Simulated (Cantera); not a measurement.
# Thermodynamics of iron carbonyl, mercury and lead vapours, feed PbO + CO + H2

A closed system holds: 1 mol PbO, 2.6 mol CO, 10 mol H2, held at 8.50 bar.

Equilibrium computed with Cantera from the NASA thermochemical tables; the gas is ideal and each condensed phase is pure. Candidate condensed phases: C, C6H6, C7H8, C8H18, H2O, Pb, PbO, PbO2, Pb3O4; 113 gas species. Equilibrium is a limit: real reactors are often held back by kinetics, nucleation or transport.

```json
[
 {"T (K)": "1298", "x H2": "0.717", "x CO": "0.192", "x H2O": "0.0740", "x CO2": "0.0113", "x Pb": "0.000301", "x CH4": "0.00512", "x H": "3.11e-7", "x Pb2": "2.81e-8", "n Pb(l)": "0.996"},
 {"T (K)": "1348", "x H2": "0.720", "x CO": "0.195", "x H2O": "0.0722", "x CO2": "0.00998", "x Pb": "0.000562", "x CH4": "0.00248", "x H": "6.73e-7", "x Pb2": "7.97e-8", "n Pb(l)": "0.993"},
 {"T (K)": "1398", "x H2": "0.721", "x CO": "0.196", "x H2O": "0.0717", "x CO2": "0.00903", "x Pb": "0.00100", "x CH4": "0.00123", "x H": "1.38e-6", "x Pb2": "2.09e-7", "n Pb(l)": "0.987"},
 {"T (K)": "1448", "x H2": "0.720", "x CO": "0.197", "x H2O": "0.0717", "x CO2": "0.00828", "x Pb": "0.00172", "x CH4": "0.000629", "x H": "2.68e-6", "x Pb2": "5.10e-7", "n Pb(l)": "0.978"},
 {"T (K)": "1498", "x H2": "0.719", "x CO": "0.198", "x H2O": "0.0719", "x CO2": "0.00766", "x Pb": "0.00283", "x CH4": "0.000335", "x H": "5.00e-6", "x Pb2": "1.17e-6", "n Pb(l)": "0.964"},
 {"T (K)": "1548", "x H2": "0.718", "x CO": "0.198", "x H2O": "0.0721", "x CO2": "0.00714", "x Pb": "0.00452", "x CH4": "0.000185", "x H": "8.95e-6", "x Pb2": "2.55e-6", "n Pb(l)": "0.943"},
 {"T (K)": "1598", "x H2": "0.716", "x CO": "0.198", "x H2O": "0.0723", "x CO2": "0.00667", "x Pb": "0.00701", "x CH4": "0.000106", "x H": "1.54e-5", "x Pb2": "5.26e-6", "n Pb(l)": "0.911"}
]
```
x: gas mole fraction; n: condensed amount in mol.

From 1298 K to 1598 K the condensed part is Pb(l). The main Pb-bearing gas is Pb throughout. The share of Pb in condensed phases is highest at 1298 K (99.6 %) and lowest at 1598 K (91.1 %).
